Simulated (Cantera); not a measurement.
Feed: 1 mol Fe₃O₄, 12 mol CO, at 1950 °C and 61.0 mbar.

Cantera equilibrium calculation (NASA polynomials, part measured and part estimated; ideal gas, pure solids and liquids). Candidate condensed phases: C, Fe, Fe(CO)₅, FeO, Fe₂O₃, Fe₃O₄; 15 gas species. The tables' stoichiometric FeO is somewhat more stable than real wüstite, so its field is too wide. FeO: taken at fixed stoichiometry. The numbers say what is thermodynamically allowed, not how fast it happens.

Base state: CO 0.846, CO₂ 0.117, Fe 0.0365, FeO 0.000870, O 4.98e-5, O₂ 1.55e-5 (mole fractions); condensed: FeO(l).

Q: What changes in the equilibrium state with this change: temperature from 1950 °C to 702 °C?

A: 
| species | before | after |
|---|---|---|
| CO | 0.846 | 0.789 |
| CO₂ | 0.117 | 0.211 |
| Fe | 0.0365 | <1e-9 |
| FeO | 0.000870 | <1e-9 |
| O | 4.98e-5 | <1e-9 |
| O₂ | 1.55e-5 | <1e-9 |
| FeO(l), mol | 2.53 | 0 |
| Fe(α), mol | 0 | 1.53 |
| FeO(s), mol | 0 | 1.47 |

Q: What changes in the equilibrium state with this change: Fe₃O₄ replaced by MgO?

A: 
```json
[
 {"species": "CO", "before": "0.846", "after": "0.945"},
 {"species": "Mg", "before": "0", "after": "0.0277"},
 {"species": "CO₂", "before": "0.117", "after": "0.0276"},
 {"species": "Fe", "before": "0.0365", "after": "0"},
 {"species": "FeO", "before": "0.000870", "after": "0"},
 {"species": "MgO", "before": "0", "after": "1.74e-5"},
 {"species": "O₂", "before": "1.55e-5", "after": "6.97e-7"},
 {"species": "FeO(l), mol", "before": "2.53", "after": "0"},
 {"species": "MgO(s), mol", "before": "0", "after": "0.658"}
]
```
Further candidate phases: Mg, MgCO₃, MgO.
